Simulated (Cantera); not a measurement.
An adiabatic, constant-volume homogeneous reactor starts with CH4 : C2H6 : C3H8 : O2 : N2 = 1 : 0.032 : 0.23 : 1.81 : 6.81 (molar parts), equivalence ratio 1.8, at 1148 K and 1.30 bar. Integrator tolerance rtol = 1e-08.

Detailed kinetics in Cantera: GRI-Mech 3.0 (53 species, 325 reactions). GRI-Mech 3.0 was tuned for natural gas; its chemistry of propane as a main component is partial and can be far from experiment.

Q: What does this change do: 0.97 parts H2 added?

A: 
```json
[
 {"quantity": "time of steepest temperature rise", "before": "20.3 ms", "after": "3.25 ms"},
 {"quantity": "temperature at 6.00 s", "before": "2680 K", "after": "2595 K"},
 {"quantity": "equilibrium temperature", "before": "2680 K", "after": "2595 K"},
 {"quantity": "x(CH4) at 6.00 s", "before": "3.24e-11 (gas-phase equilibrium 3.65e-11)", "after": "1.39e-10 (gas-phase equilibrium 1.57e-10)"},
 {"quantity": "x(C2H6) at 6.00 s", "before": "<1e-12 (gas-phase equilibrium <1e-12)", "after": "<1e-12 (gas-phase equilibrium <1e-12)"},
 {"quantity": "x(C3H8) at 6.00 s", "before": "<1e-12 (gas-phase equilibrium <1e-12)", "after": "<1e-12 (gas-phase equilibrium <1e-12)"},
 {"quantity": "x(C2H2) at 6.00 s", "before": "<1e-12 (gas-phase equilibrium <1e-12)", "after": "<1e-12 (gas-phase equilibrium <1e-12)"},
 {"quantity": "x(HCO) at 6.00 s", "before": "4.89e-7 (gas-phase equilibrium 4.89e-7)", "after": "4.57e-7 (gas-phase equilibrium 4.57e-7)"},
 {"quantity": "x(CO) at 6.00 s", "before": "0.128 (gas-phase equilibrium 0.128)", "after": "0.125 (gas-phase equilibrium 0.125)"},
 {"quantity": "x(N2O) at 6.00 s", "before": "4.30e-8 (gas-phase equilibrium 4.30e-8)", "after": "1.54e-8 (gas-phase equilibrium 1.54e-8)"}
]
```

Q: What does this change do: C3H8 0.23 to 0.076 parts?

A: 
| quantity | before | after |
|---|---|---|
| time of steepest temperature rise | 20.3 ms | 23.6 ms |
| temperature at 6.00 s | 2680 K | 2846 K |
| equilibrium temperature | 2680 K | 2846 K |
| x(CH4) at 6.00 s | 3.24e-11 (gas-phase equilibrium 3.65e-11) | <1e-12 (gas-phase equilibrium <1e-12) |
| x(C2H6) at 6.00 s | <1e-12 (gas-phase equilibrium <1e-12) | <1e-12 (gas-phase equilibrium <1e-12) |
| x(C3H8) at 6.00 s | <1e-12 (gas-phase equilibrium <1e-12) | <1e-12 (gas-phase equilibrium <1e-12) |
| x(C2H2) at 6.00 s | <1e-12 (gas-phase equilibrium <1e-12) | <1e-12 (gas-phase equilibrium <1e-12) |
| x(HCO) at 6.00 s | 4.89e-7 (gas-phase equilibrium 4.89e-7) | 3.14e-7 (gas-phase equilibrium 3.14e-7) |
| x(CO) at 6.00 s | 0.128 (gas-phase equilibrium 0.128) | 0.0840 (gas-phase equilibrium 0.0840) |
| x(N2O) at 6.00 s | 4.30e-8 (gas-phase equilibrium 4.30e-8) | 3.16e-7 (gas-phase equilibrium 3.16e-7) |

Q: What does this change do: 0.32 parts H2O added?

A: 
```csv
quantity,before,after
time of steepest temperature rise,20.3 ms,21.4 ms
temperature at 6.00 s,2680 K,2637 K
equilibrium temperature,2680 K,2637 K
x(CH4) at 6.00 s,3.24e-11 (gas-phase equilibrium 3.65e-11),3.00e-11 (gas-phase equilibrium 3.39e-11)
x(C2H6) at 6.00 s,<1e-12 (gas-phase equilibrium <1e-12),<1e-12 (gas-phase equilibrium <1e-12)
x(C3H8) at 6.00 s,<1e-12 (gas-phase equilibrium <1e-12),<1e-12 (gas-phase equilibrium <1e-12)
x(C2H2) at 6.00 s,<1e-12 (gas-phase equilibrium <1e-12),<1e-12 (gas-phase equilibrium <1e-12)
x(HCO) at 6.00 s,4.89e-7 (gas-phase equilibrium 4.89e-7),4.13e-7 (gas-phase equilibrium 4.13e-7)
x(CO) at 6.00 s,0.128 (gas-phase equilibrium 0.128),0.122 (gas-phase equilibrium 0.122)
x(N2O) at 6.00 s,4.30e-8 (gas-phase equilibrium 4.30e-8),3.73e-8 (gas-phase equilibrium 3.73e-8)
```
